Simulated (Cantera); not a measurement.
A closed system holds: 1 mol C₃H₈, 0.15 mol O₂, 16 mol H₂, held at 848.15 K and 1100 Pa.

Method: chemical equilibrium by Gibbs-energy minimisation in Cantera with the NASA 1993 tables (ideal gas, pure condensed phases). Candidate condensed phases: C, C₆H₆, C₇H₈, C₈H₁₈, H₂O; 110 gas species. Kinetics and transport are ignored.

Base state: H₂ 0.978, CO 0.0137, CH₄ 0.00673, H₂O 0.00109, CO₂ 4.70e-5 (mole fractions); condensed: C(graphite).

What changes in the equilibrium state with this change: O₂ from 0.15 to 0.33 mol?


```csv
species,before,after
H₂,0.978,0.961
CO,0.0137,0.0295
CH₄,0.00673,0.00650
H₂O,0.00109,0.00230
CO₂,4.70e-5,0.000218
"C(graphite), mol",2.59,2.26
```

What changes in the equilibrium state with this change: C₃H₈ replaced by C₂H₅OH?


```
species            before     after
----------------  -------  --------
H₂                  0.978     0.930
CO                 0.0137    0.0586
CH₄               0.00673   0.00608
H₂O               0.00109   0.00441
CO₂               4.70e-5  0.000859
C(graphite), mol     2.59     0.684
```

What changes in the equilibrium state with this change: pressure from 1100 Pa to 5000 Pa?


```csv
species,before,after
H₂,0.978,0.956
CH₄,0.00673,0.0292
CO,0.0137,0.0111
H₂O,0.00109,0.00390
CO₂,4.70e-5,0.000140
"C(graphite), mol",2.59,2.21
```
